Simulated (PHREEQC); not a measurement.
**Reverse-osmosis reject: an equilibrium model**

Synthetic water in mg/L, 40 °C, pH 8.26, pe 9:

| constituent | mg/L |
|---|---|
| Na | 2830 |
| K | 720 |
| Ca | 167 |
| Mg | 284 |
| Cl | 5350 |
| S(6) as SO4 | 1050 |
| Alkalinity as HCO3 | 4.49 |
| Si as SiO2 | 45.7 |

Valence states are taken as typed.

Model: ion-association model, phreeqc.dat, run in PHREEQC.

Precipitation was switched off in this run.

What ionic strength, charge-balance error does the model give?

ionic strength 0.188 mol/kgw; charge-balance error 0.1 %.

In which forms is Si present?

H4SiO4 94 %, H3SiO4- 5.9 % of the Si.

Saturation is exceeded, for instance for Quartz (slow to form), Chalcedony (slow to form); the values hold only as long as no solid forms. Away from 25 °C the constants follow the database's enthalpies or fits; those with neither stay at their 25 °C values.
